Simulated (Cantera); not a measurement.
## MgCO3 + H2O + O2 (calcination and drying)

Charge: 1 mol MgCO3, 0.071 mol H2O, 17 mol O2, at 13.3 mbar.

Equilibrium computed with Cantera from the NASA thermochemical tables; the gas is ideal and each condensed phase is pure. Candidate condensed phases: C, C6H6, C7H8, C8H18, H2O, Mg, MgCO3, MgO, Mg(OH)2; 116 gas species. Equilibrium is a limit: real reactors are often held back by kinetics, nucleation or transport.

```csv
T (K),x O2,x CO2,x O,x H2O,x OH,x CO,x H,x H2,n MgO(s)
823,0.941,0.0553,1.93e-12,0.00393,1.46e-9,<1e-12,<1e-12,<1e-12,1.00
923,0.941,0.0553,1.05e-10,0.00393,1.91e-8,1.76e-12,<1e-12,<1e-12,1.00
1023,0.941,0.0553,2.62e-9,0.00393,1.51e-7,6.46e-11,<1e-12,5.99e-12,1.00
1123,0.941,0.0553,3.69e-8,0.00393,8.30e-7,1.24e-9,3.31e-12,8.06e-11,1.00
1223,0.941,0.0553,3.39e-7,0.00393,3.45e-6,1.47e-8,6.95e-11,7.13e-10,1.00
1323,0.941,0.0553,2.23e-6,0.00392,1.16e-5,1.19e-7,9.26e-10,4.54e-9,1.00
1423,0.941,0.0553,1.13e-5,0.00391,3.27e-5,7.16e-7,8.60e-9,2.23e-8,1.00
1523,0.941,0.0553,4.63e-5,0.00389,8.04e-5,3.40e-6,5.97e-8,8.89e-8,1.00
1623,0.940,0.0553,0.000160,0.00384,0.000177,1.33e-5,3.26e-7,2.97e-7,1.00
1723,0.940,0.0553,0.000477,0.00375,0.000352,4.41e-5,1.46e-6,8.53e-7,1.00
1823,0.939,0.0552,0.00127,0.00360,0.000642,0.000128,5.49e-6,2.14e-6,1.000
1923,0.937,0.0549,0.00303,0.00336,0.00109,0.000332,1.78e-5,4.74e-6,1.000
2023,0.933,0.0543,0.00667,0.00303,0.00170,0.000779,5.01e-5,9.30e-6,1.000
```
x: gas mole fraction; n: condensed amount in mol.

From 823 K to 2023 K the condensed part is MgO(s).
